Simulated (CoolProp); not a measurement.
Vapour-liquid equilibrium of carbon dioxide (1) + isopentane (2) at -31.45 °C; x and y are mole fractions of (1).

The numbers come from the multi-fluid Helmholtz-energy mixture model, Span 1996 and Lemmon 2006; pair parameters Kunz 2012 in CoolProp.

Task: Give the bubble pressure and the first vapour's composition at x = 0.35, 0.55, 0.95. Is there an azeotrope?

Result: x = 0.35: 0.7022 MPa, y = 0.990; x = 0.55: 0.8986 MPa, y = 0.993; x = 0.95: 1.283 MPa, y = 0.999. No azeotrope shows between x = 0.05 and 0.95.

Pair parameters are fitted to limited data, so mixtures are less certain than the pure fluids. The gap from Raoult's law changes sign with composition, which may be real or a fault of the pair parameters; it wasn't checked against measurements. With so large a gap from Raoult's law the liquid may split in two, which this calculation doesn't test in full.
